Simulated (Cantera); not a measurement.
Input: 1 mol FeCl₃, 0.32 mol H₂, held at 133 Pa.

Method: chemical equilibrium by Gibbs-energy minimisation in Cantera with the NASA 1993 tables (ideal gas, pure condensed phases). Candidate condensed phases: Fe, FeCl₂, FeCl₃; 11 gas species. The numbers say what is thermodynamically allowed, not how fast it happens.

x: gas mole fraction; nothing condenses.

```json
[
 {"T (K)": "875", "x FeCl₂": "0.355", "x HCl": "0.400", "x FeCl₃": "0.222", "x Cl₂": "8.32e-5", "x Fe₂Cl₄": "0.0225", "x Cl": "1.15e-5", "x Fe₂Cl₆": "0.00136"},
 {"T (K)": "900", "x FeCl₂": "0.368", "x HCl": "0.396", "x FeCl₃": "0.221", "x Cl₂": "…", "x Fe₂Cl₄": "…", "x Cl": "…", "x Fe₂Cl₆": "…"},
 {"T (K)": "925", "x FeCl₂": "0.377", "x HCl": "0.394", "x FeCl₃": "0.220", "x Cl₂": "0.000374", "x Fe₂Cl₄": "0.00873", "x Cl": "6.13e-5", "x Fe₂Cl₆": "0.000479"},
 {"T (K)": "950", "x FeCl₂": "0.383", "x HCl": "0.392", "x FeCl₃": "0.218", "x Cl₂": "0.000764", "x Fe₂Cl₄": "0.00551", "x Cl": "0.000134", "x Fe₂Cl₆": "0.000296"},
 {"T (K)": "975", "x FeCl₂": "0.387", "x HCl": "0.391", "x FeCl₃": "0.216", "x Cl₂": "…", "x Fe₂Cl₄": "…", "x Cl": "…", "x Fe₂Cl₆": "…"},
 {"T (K)": "1000", "x FeCl₂": "0.391", "x HCl": "0.390", "x FeCl₃": "0.213", "x Cl₂": "0.00281", "x Fe₂Cl₄": "0.00233", "x Cl": "0.000564", "x Fe₂Cl₆": "0.000119"},
 {"T (K)": "1025", "x FeCl₂": "0.396", "x HCl": "0.389", "x FeCl₃": "0.207", "x Cl₂": "0.00498", "x Fe₂Cl₄": "0.00157", "x Cl": "0.00108", "x Fe₂Cl₆": "7.56e-5"},
 {"T (K)": "1050", "x FeCl₂": "0.403", "x HCl": "0.387", "x FeCl₃": "0.199", "x Cl₂": "0.00822", "x Fe₂Cl₄": "0.00109", "x Cl": "0.00197", "x Fe₂Cl₆": "4.77e-5"},
 {"T (K)": "1075", "x FeCl₂": "0.411", "x HCl": "0.384", "x FeCl₃": "0.188", "x Cl₂": "0.0126", "x Fe₂Cl₄": "0.000776", "x Cl": "0.00339", "x Fe₂Cl₆": "2.95e-5"},
 {"T (K)": "1100", "x FeCl₂": "0.422", "x HCl": "0.381", "x FeCl₃": "0.173", "x Cl₂": "0.0179", "x Fe₂Cl₄": "0.000568", "x Cl": "0.00556", "x Fe₂Cl₆": "1.79e-5"},
 {"T (K)": "1125", "x FeCl₂": "0.433", "x HCl": "0.378", "x FeCl₃": "0.156", "x Cl₂": "0.0237", "x Fe₂Cl₄": "0.000424", "x Cl": "0.00865", "x Fe₂Cl₆": "1.05e-5"},
 {"T (K)": "1150", "x FeCl₂": "0.445", "x HCl": "0.374", "x FeCl₃": "0.139", "x Cl₂": "0.0294", "x Fe₂Cl₄": "0.000322", "x Cl": "0.0129", "x Fe₂Cl₆": "6.06e-6"},
 {"T (K)": "1175", "x FeCl₂": "0.457", "x HCl": "0.370", "x FeCl₃": "0.120", "x Cl₂": "0.0345", "x Fe₂Cl₄": "0.000247", "x Cl": "0.0184", "x Fe₂Cl₆": "3.41e-6"}
]
```

Problem. Some entries are withheld; supply them.

Solution. 
- 975, x Cl₂: 0.00150
- 975, x Fe₂Cl₄: 0.00354
- 975, x Cl: 0.000281
- 975, x Fe₂Cl₆: 0.000186
- 900, x Cl₂: 0.000178
- 900, x Fe₂Cl₄: 0.0140
- 900, x Cl: 2.70e-5
- 900, x Fe₂Cl₆: 0.000795
